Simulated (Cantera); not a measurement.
A Cantera script and its output.

```python
import numpy as np
import cantera as ct

gas = ct.Solution("gri30.yaml")
gas.TPX = 450, 100000, {'CH4': 1, 'O2': 2, 'N2': 7.8}
flame = ct.FreeFlame(gas, width=0.04)
flame.set_refine_criteria(ratio=3, slope=0.08, curve=0.16)
flame.transport_model = "mixture-averaged"
flame.solve(loglevel=0, auto=True)
z, T = flame.grid, flame.T
thick = (T[-1] - T[0]) / np.gradient(T, z).max()
show = ['CH4', 'O2', 'CH2O', 'H', 'OH', 'C2H4']
print(f"laminar burning velocity  {flame.velocity[0] * 100:.3f} cm/s")
print(f"burnt temperature         {T[-1]:.1f} K")
print(f"thermal thickness         {thick * 1e3:.4f} mm")
print(f"grid points               {len(z)}")
z0 = z[flame.heat_release_rate.argmax()]
print(f"{'z/mm':>9s}{'T/K':>9s}{'u/(m/s)':>9s}" + "".join(f"{s:>11s}" for s in show))
rows = []
for k in (-3, -2, -1.5, -1, -0.5, -0.25, 0, 0.25, 0.5, 1, 2, 4, 8):
    zz = z0 + k * thick
    rows.append([k * thick, np.interp(zz, z, T), np.interp(zz, z, flame.velocity),
                 *(np.interp(zz, z, flame.X[gas.species_index(s)]) for s in show)])
    print(f"{rows[-1][0] * 1e3:9.3f}{rows[-1][1]:9.1f}{rows[-1][2]:9.3f}" + "".join(f"{x:11.3e}" for x in rows[-1][3:]))
```

Result:

```
laminar burning velocity  71.390 cm/s
burnt temperature         2279.2 K
thermal thickness         0.3962 mm
grid points               155
     z/mm      T/K  u/(m/s)        CH4         O2       CH2O          H         OH       C2H4
   -1.189    450.1    0.714  9.252e-02  1.851e-01  3.471e-08  3.897e-15  2.289e-12  4.672e-09
   -0.792    451.5    0.718  9.227e-02  1.847e-01  8.565e-07  1.864e-12  4.504e-10  1.161e-07
   -0.594    458.0    0.730  9.164e-02  1.840e-01  6.405e-06  8.471e-11  1.038e-08  8.923e-07
   -0.396    512.3    0.820  8.790e-02  1.799e-01  7.764e-05  3.680e-08  4.605e-07  1.231e-05
   -0.198    909.4    1.477  6.337e-02  1.483e-01  7.166e-04  7.110e-05  3.028e-05  1.888e-04
   -0.099   1333.5    2.187  3.502e-02  1.073e-01  1.008e-03  6.176e-04  2.794e-04  4.393e-04
    0.000   1727.0    2.852  8.115e-03  5.954e-02  6.238e-04  3.047e-03  2.179e-03  2.851e-04
    0.099   1883.8    3.108  5.295e-04  3.271e-02  8.984e-05  6.086e-03  6.019e-03  1.339e-05
    0.198   1929.1    3.169  1.741e-05  2.394e-02  3.674e-06  7.222e-03  7.829e-03  1.508e-07
    0.396   1981.5    3.238  3.491e-08  1.934e-02  8.323e-09  6.889e-03  8.348e-03  5.819e-11
    0.792   2046.6    3.329  4.931e-12  1.648e-02  9.747e-11  5.260e-03  8.038e-03  1.943e-15
    1.585   2118.9    3.431  1.723e-16  1.370e-02  6.938e-11  3.357e-03  7.195e-03  8.563e-23
    3.170   2185.0    3.523  7.631e-17  1.091e-02  4.633e-11  1.930e-03  6.044e-03  8.797e-26
```

Model: GRI-Mech 3.0 (53 species, 325 reactions), integrated in Cantera. Burning velocities carry a grid error of a few per cent, more on coarse grids.
